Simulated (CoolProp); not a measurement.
Vapour-liquid equilibrium of ethane (1) + hydrogen sulfide (2) at 272 K; x and y are mole fractions of (1).

The numbers come from the multi-fluid Helmholtz-energy mixture model, Bücker 2006 and Lemmon 2006; pair parameters Kunz 2012 in CoolProp.

| x | bubble pressure (MPa) | y at the bubble point | dew pressure at overall composition x (MPa) | liquid density (mol/L) |
|---|---|---|---|---|
| 0.05 | 1.268 | 0.224 | 1.049 | 23.54 |
| 0.15 | 1.638 | 0.421 | 1.166 | 21.77 |
| 0.25 | 1.863 | 0.514 | 1.309 | 20.22 |
| 0.35 | 2.012 | 0.573 | 1.487 | 18.85 |
| 0.45 | 2.122 | 0.621 | 1.705 | 17.64 |
| 0.55 | 2.210 | 0.667 | 1.956 | 16.57 |
| 0.65 | 2.281 | 0.719 | 2.180 | 15.65 |
| 0.75 | 2.333 | 0.779 | 2.312 | 14.86 |
| 0.85 | 2.358 | 0.853 | 2.358 | 14.19 |
| 0.95 | 2.345 | 0.945 | 2.343 | 13.64 |

y crosses x between x = 0.85 and 0.95: the model has an azeotrope there.

Pair parameters are fitted to limited data, so mixtures are less certain than the pure fluids.
